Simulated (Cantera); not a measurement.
Feed: 1 mol B₂O₃, 19 mol Cl₂, 6.4 mol O₂, held at 1048 K and 87.0 Pa.

Method: chemical equilibrium by Gibbs-energy minimisation in Cantera with the NASA 1993 tables (ideal gas, pure condensed phases). Candidate condensed phases: B, B₂O₃; 18 gas species. Equilibrium is a limit: real reactors are often held back by kinetics, nucleation or transport.

Base state: Cl₂ 0.729, O₂ 0.249, Cl 0.0223, ClO 1.80e-5 (mole fractions); condensed: B₂O₃(l).

Problem. What changes in the equilibrium state with this change: B₂O₃ replaced by MgO?

Solution. 
```tsv
species	before	after
Cl₂	0.729	0.717
O₂	0.249	0.252
Cl	0.0223	0.0221
MgCl₂	0	0.00820
ClO	1.80e-5	1.80e-5
B₂O₃(l), mol	1.000	0
MgO(s), mol	0	0.789
```
Further candidate phases: Mg, MgCl₂, MgO.

Problem. What changes in the equilibrium state with this change: pressure from 87.0 Pa to 6.20 Pa?

Solution. 
| species | before | after |
|---|---|---|
| Cl₂ | 0.729 | 0.678 |
| O₂ | 0.249 | 0.242 |
| Cl | 0.0223 | 0.0806 |
| ClO | 1.80e-5 | 1.71e-5 |
| B₂O₃(l), mol | 1.000 | 1.000 |

Problem. What changes in the equilibrium state with this change: temperature from 1048 K to 1398.15 K?

Solution. 
```
species        before     after
------------  -------  --------
Cl             0.0223     0.514
Cl₂             0.729     0.293
O₂              0.249     0.187
BOCl          8.26e-7   0.00293
B₂O₃          3.44e-8   0.00264
BO₂           1.65e-8  0.000209
O             1.07e-8   1.35e-5
B₂O₃(l), mol    1.000     0.854
```
The tables' values for BOCl are old estimates; treat these amounts as uncertain.
